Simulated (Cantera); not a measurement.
A Cantera script and what it prints.

```python
import numpy as np
import cantera as ct

gas_names = """
    O2 SO3
""".split()
cond_names = """
    K(cr) K(L) K2SO4(a) K2SO4(b) K2SO4(L)
""".split()


# ... load() reads the species with a 1 bar reference pressure and builds the phases ...
species = {s.name: s for s in load("nasa_gas.yaml", gas_names) + load("nasa_condensed.yaml", cond_names)}
# Each term lists the table entries of one substance; the one whose range holds T is used.
reactions = {
    'O2(g) + 4 K + 2 SO3(g) = 2 K2SO4':
        [(-1, ['O2']), (-4, ['K(cr)', 'K(L)']), (-2, ['SO3']), (2, ['K2SO4(a)', 'K2SO4(b)', 'K2SO4(L)'])],
}


def pick(names, T):
    return next(species[n] for n in names if species[n].thermo.min_temp <= T <= species[n].thermo.max_temp)


results = []
for label, terms in reactions.items():
    print(label)
    print("     T/K   dH/kJ  dS/(J/K)   dG/kJ   log10 K")
    for T in [1025, 1075, 1125, 1175, 1225, 1275, 1325, 1375]:
        used = [(nu, pick(names, T)) for nu, names in terms]
        dH = sum(nu * s.thermo.h(T) for nu, s in used) / 1e6
        dS = sum(nu * s.thermo.s(T) for nu, s in used) / 1e3
        dG = dH - T * dS / 1e3
        logK = -dG * 1e6 / (ct.gas_constant * T * np.log(10))
        results.append((label, T, dH, dS, dG, logK, [s.name for _, s in used]))
        print(f"{T:8g} {dH:8.1f} {dS:8.1f} {dG:8.1f} {logK:8.2f}")
```

Output:

```
O2(g) + 4 K + 2 SO3(g) = 2 K2SO4
     T/K   dH/kJ  dS/(J/K)   dG/kJ   log10 K
    1025  -2032.0   -570.2  -1447.5    73.76
    1075  -2027.6   -566.1  -1419.1    68.95
    1125  -2023.0   -561.9  -1390.9    64.58
    1175  -2018.2   -557.7  -1362.9    60.59
    1225  -2013.1   -553.5  -1335.1    56.93
    1275  -2007.8   -549.3  -1307.5    53.57
    1325  -2002.4   -545.0  -1280.2    50.47
    1375  -1929.4   -490.7  -1254.7    47.66
```

Source: NASA polynomial tables (part measured, part estimated), evaluated in Cantera. Condensed species are held in their standard states even where they would react or evaporate.
